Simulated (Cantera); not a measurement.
**Adiabatic ignition**

An adiabatic, constant-pressure homogeneous reactor starts with CH₃OH : O₂ : N₂ : H₂O : H₂ = 1 : 1 : 11 : 3.5 : 1.1 (molar parts), equivalence ratio 2.0, at 1475 K and 7.10 bar.

Computed with Cantera and GRI-Mech 3.0 (53 species, 325 reactions). GRI-Mech 3.0 was tuned for natural gas; its chemistry of methanol as a main component is partial and can be far from experiment.

```
t (s)     T (K)   x CH₃OH     x O₂  x H₂O     x N₂O      x OH   x C₂H     x NO₂
--------  -----  --------  -------  -----  --------  --------  ------  --------
8.00e-6    1475    0.0564   0.0566  0.199  8.28e-10   6.97e-7  <1e-12    <1e-12
1.65e-5    1476    0.0546   0.0558  0.200   4.79e-9   3.78e-6  <1e-12    <1e-12
3.41e-5    1557    0.0219   0.0398  0.218   4.36e-8   6.83e-5  <1e-12  3.23e-11
7.06e-5    2008  1.57e-12  3.42e-5  0.272   8.96e-9  0.000806  <1e-12  6.02e-11
0.000146   2022    <1e-12  3.12e-6  0.273   2.80e-9  0.000253  <1e-12  2.52e-11
0.000301   2026    <1e-12  6.15e-7  0.273   1.33e-9  0.000118  <1e-12  1.59e-11
0.000622   2026    <1e-12  2.43e-7  0.273  9.01e-10   7.97e-5  <1e-12  1.23e-11
0.00129    2027    <1e-12  1.99e-7  0.273  8.33e-10   7.38e-5  <1e-12  1.09e-11
0.00266    2027    <1e-12  1.98e-7  0.273  8.31e-10   7.36e-5  <1e-12  1.03e-11
0.00549    2027    <1e-12  1.98e-7  0.273  8.31e-10   7.36e-5  <1e-12  1.03e-11
0.0113     2027    <1e-12  1.98e-7  0.273  8.32e-10   7.36e-5  <1e-12  1.06e-11
0.0234     2027    <1e-12  1.98e-7  0.273  8.33e-10   7.36e-5  <1e-12  1.13e-11
0.0484     2027    <1e-12  1.98e-7  0.273  8.36e-10   7.36e-5  <1e-12  1.26e-11
0.100      2027    <1e-12  1.98e-7  0.273  8.43e-10   7.36e-5  <1e-12  1.52e-11
```
x: mole fraction; the columns are a selection and need not sum to one.

The time of steepest temperature rise is 42.3 µs and the temperature at 0.100 s is 2027 K. The equilibrium temperature is 2027 K. The x(CH₃OH) at 0.100 s is <1e-12 (gas-phase equilibrium <1e-12) and the x(O₂) at 0.100 s is 1.98e-7 (gas-phase equilibrium 1.98e-7). The x(H₂O) at 0.100 s comes out as 0.273 (gas-phase equilibrium 0.273).
